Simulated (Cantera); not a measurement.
Cantera run:

```python
import numpy as np
import cantera as ct

gas_names = [...]  # 87 gases of nasa_gas.yaml made of C, H, Si
cond_names = """
    C(gr) C6H6(L) C7H8(L) C8H18(L),n-octa Si(cr) Si(L) SiC(b)
""".split()


# ... load() reads the species with a 1 bar reference pressure and builds the phases ...
atoms = {
    'Si(CH3)4': {'Si': 1, 'C': 4, 'H': 12},
    'H2': {'H': 2},
}
top_T = {'C(gr)': 4500, 'SiC(b)': 3050}  # K; cautious upper limits of use, not melting points


# ... equilibrate(T, P, feed) seeds the gas with the atoms and calls Mixture.equilibrate('TP', solver="vcs", rtol=1e-11, max_steps=5000) ...
results = []
feed = {'Si(CH3)4': 1, 'H2': 83}  # mol
T = 2000  # K
for P in [100, 220, 460, 1000, 2200, 4600, 10000, 22000, 46000, 100000]:
    mix = equilibrate(T, P, feed)
    results.append((T, P, feed, dict(zip(mix.species_names, mix.species_moles))))

top = {s: max(r[3][s] / sum(r[3][g] for g in gas_names) for r in results) for s in gas_names}
cols = sorted((s for s in top if top[s] > 0.0001), key=lambda s: -top[s])[:8]
seen = [c for c in cond_names if any(r[3].get(c, 0) > 1e-12 for r in results)]
print("log10 of partial pressures in bar; condensed amounts in mol")
print(f"{'P/Pa':>10s}" + "".join(f"{s[:9]:>10s}" for s in cols + seen))
for T, P, feed, n in results:
    ng = sum(n[g] for g in gas_names)
    print(f"{P:10.4g}" + "".join(f"{np.log10(max(n[s] / ng * P / 1e5, 1e-99)):10.3f}" for s in cols)
          + "".join(f"{n.get(c, 0):10.4g}" for c in seen))
```

Result:

```
log10 of partial pressures in bar; condensed amounts in mol
      P/Pa        H2         H        Si C2H2,acet       CH4     C(gr)    SiC(b)
       100    -3.024    -4.301    -5.622    -6.138    -9.420     3.087    0.7551
       220    -2.673    -4.126    -5.622    -5.788    -8.719     2.966    0.8885
       460    -2.348    -3.963    -5.622    -5.463    -8.069     2.913     0.946
      1000    -2.008    -3.793    -5.622    -5.122    -7.387     2.887    0.9745
      2200    -1.663    -3.620    -5.622    -4.777    -6.698     2.874    0.9879
      4600    -1.341    -3.459    -5.622    -4.455    -6.054     2.868    0.9937
     1e+04    -1.003    -3.290    -5.622    -4.117    -5.377     2.862    0.9967
   2.2e+04    -0.659    -3.119    -5.622    -3.774    -4.691     2.856    0.9981
   4.6e+04    -0.339    -2.958    -5.622    -3.453    -4.050     2.846    0.9988
     1e+05    -0.001    -2.789    -5.622    -3.116    -3.375     2.825    0.9991
```

Cantera equilibrium calculation (NASA polynomials, part measured and part estimated; ideal gas, pure solids and liquids).
